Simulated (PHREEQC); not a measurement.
A solution holds 5.1e-05 mol/kgw Pb(NO3)2, 0.0028 mol/kgw CaCl2, 0.00013 mol/kgw H2SO4 and 0.0012 mol/kgw Na2SO4, at 20 °C. Closed to the air; pH follows from the charge balance.

All values are PHREEQC results (ion-association model, phreeqc.dat), not measurements.

This is a speciation only: nothing precipitates in the calculation.

### Question
Order these Pb species by the share of Pb that they hold, largest first: Pb(SO4)2-2, Pb+2, PbCl+, PbSO4.

### Answer
Pb+2 (72 %), PbSO4 (19 %), PbCl+ (9.1 %), Pb(SO4)2-2 (0.11 %)

The pH is 3.65 and the ionic strength 0.0116 mol/kgw.
